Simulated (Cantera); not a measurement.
A perfectly stirred reactor is fed with CH4 : O2 : N2 = 1 : 2.44 : 9.17 (molar parts), at 100000 Pa; it is adiabatic with a 450 K inlet, and is followed from long to short residence time, starting on the burning branch (τ in s: 0.039, 0.014, 0.0053, 0.002, 0.00073, 0.00027, 0.0001, 3.7e-05, 1.4e-05).

Model: GRI-Mech 3.0 (53 species, 325 reactions), integrated in Cantera.

x: mole fraction; the columns are a selection and need not sum to one.

```json
[
 {"τ (s)": "0.039", "T (K)": "2113", "x CH4": "8.25e-6", "x O2": "0.0354", "x H2O": "0.155", "x N2O": "2.72e-7", "x CH3": "3.21e-6", "x C2H6": "1.72e-11"},
 {"τ (s)": "0.014", "T (K)": "2092", "x CH4": "1.74e-5", "x O2": "0.0361", "x H2O": "0.154", "x N2O": "2.92e-7", "x CH3": "6.39e-6", "x C2H6": "6.43e-11"},
 {"τ (s)": "0.0053", "T (K)": "2057", "x CH4": "3.40e-5", "x O2": "0.0374", "x H2O": "0.151", "x N2O": "2.83e-7", "x CH3": "1.15e-5", "x C2H6": "1.98e-10"},
 {"τ (s)": "0.0020", "T (K)": "2006", "x CH4": "6.77e-5", "x O2": "0.0393", "x H2O": "0.148", "x N2O": "2.50e-7", "x CH3": "2.06e-5", "x C2H6": "6.24e-10"},
 {"τ (s)": "0.00073", "T (K)": "1936", "x CH4": "0.000147", "x O2": "0.0420", "x H2O": "0.144", "x N2O": "2.12e-7", "x CH3": "3.93e-5", "x C2H6": "2.41e-9"},
 {"τ (s)": "0.00027", "T (K)": "1849", "x CH4": "[?]", "x O2": "[?]", "x H2O": "0.140", "x N2O": "[?]", "x CH3": "[?]", "x C2H6": "[?]"},
 {"τ (s)": "0.00010", "T (K)": "1737", "x CH4": "0.00118", "x O2": "0.0546", "x H2O": "0.135", "x N2O": "1.43e-7", "x CH3": "0.000217", "x C2H6": "1.63e-7"},
 {"τ (s)": "3.7e-5", "T (K)": "450", "x CH4": "0.0793", "x O2": "0.193", "x H2O": "<1e-12", "x N2O": "<1e-12", "x CH3": "<1e-12", "x C2H6": "<1e-12"},
 {"τ (s)": "1.4e-5", "T (K)": "450", "x CH4": "0.0793", "x O2": "0.193", "x H2O": "<1e-12", "x N2O": "<1e-12", "x CH3": "<1e-12", "x C2H6": "<1e-12"}
]
```

Task: Complete the blanks.

Result: 
- 0.00027, x CH4: 0.000360
- 0.00027, x O2: 0.0461
- 0.00027, x N2O: 1.79e-7
- 0.00027, x CH3: 8.16e-5
- 0.00027, x C2H6: 1.28e-8
